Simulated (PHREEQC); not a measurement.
Solution (85 °C): 0.00045 mol/kgw HF and 0.16 mol/kgw Na2SO4. Closed to the air; pH follows from the charge balance.

Computed with PHREEQC (ion-association model, wateq4f.dat).

Problem. The ionic strength comes out as 0.394 mol/kgw. What activity coefficients do F-, Na+, SO4-2, H+, NaSO4- get?

Solution. F- 0.62, Na+ 0.68, SO4-2 0.19, H+ 0.75, NaSO4- 0.68.

Precipitation was switched off in this run. At this temperature some constants are extrapolated from 25 °C, and those without enthalpy data are left unchanged.
